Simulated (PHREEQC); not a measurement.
0.021 g of hydrous ferric oxide (600 m²/g; 0.2 weak and 0.005 strong sites per Fe, Dzombak-Morel constants, diffuse double layer) in 1 kg of water with 0.1 mol/kgw of an inert sodium salt and 5.9e-05 mol Na2SO4, 1.6e-07 mol CuCl2 and 5.1e-07 mol ZnSO4, at 25 °C; the pH is set by adding NaOH or the inert anion's acid. Oxygen is held at 0.21 atm. CO2 from the air is kept out. Precipitation was switched off in this run.

Base run: PHREEQC, ion-association model, wateq4f.dat. Each further column changes one thing. The table gives Cu sorbed (%).

```
pH  base  no electrostatic term (-no_edl)  background salt from 0.1 to 0.01 mol/kgw  oxide from 0.021 to 0.11 g/kgw  3.1e-05 mol/kgw PbCl2 added
--  ----  -------------------------------  ----------------------------------------  ------------------------------  ---------------------------
4    0.2                              0.2                                       [?]                             1.1                          [?]
5   14.1                             18.1                                       [?]                            45.3                          2.4
6   88.8                             94.8                                      92.3                             [?]                         48.4
7   99.4                             99.8                                      99.4                            99.9                          [?]
8   99.5                             99.6                                      99.4                            99.9                         28.0
9   99.2                             93.6                                      99.3                            99.9                          2.3
10  98.3                             23.0                                      99.1                            99.8                          0.4
```

Question: Fill in the missing entries.

Answer: 
- 4, background salt from 0.1 to 0.01 mol/kgw: 0.3
- 4, 3.1e-05 mol/kgw PbCl2 added: 0.1
- 5, background salt from 0.1 to 0.01 mol/kgw: 21.0
- 6, oxide from 0.021 to 0.11 g/kgw: 97.8
- 7, 3.1e-05 mol/kgw PbCl2 added: 79.0

The database's constant for dissolved Cu(OH)2 is higher than later reviews accept.
